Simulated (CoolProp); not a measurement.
A single-stage vapour-compression cycle with R125: evaporating at 205.15 K (dew point), condensing at 248.15 K (bubble point), superheat 5 K, subcooling 5 K, compressor efficiency 0.7, no pressure losses. Each further row changes one setting.

Model: reference Helmholtz-energy equation of state, Lemmon 2005, in CoolProp.

```
case                              cooling COP  pressure ratio  discharge temperature (K)  refrigerating effect (kJ/kg)  volumetric capacity (kJ/m³)
--------------------------------  -----------  --------------  -------------------------  ----------------------------  ---------------------------
as stated                                2.86            8.19                      281.5                           135                          322
evaporating temperature 210.15 K   (withheld)      (withheld)                 (withheld)                           138                   (withheld)
condensing temperature 243.15 K          3.33            6.70                 (withheld)                           141                          336
subcooling 10 K                          2.99            8.19                      281.5                           141                          336
superheat 15 K                           2.86            8.19                 (withheld)                    (withheld)                          322
compressor efficiency 0.6                2.45            8.19                      291.3                           135                          322
```

**Question.** Fill in the missing entries.

**Answer.** 
- evaporating temperature 210.15 K, cooling COP: 3.40
- evaporating temperature 210.15 K, pressure ratio: 6.08
- evaporating temperature 210.15 K, discharge temperature (K): 277.0
- evaporating temperature 210.15 K, volumetric capacity (kJ/m³): 435
- condensing temperature 243.15 K, discharge temperature (K): 274.5
- superheat 15 K, discharge temperature (K): 292.6
- superheat 15 K, refrigerating effect (kJ/kg): 142
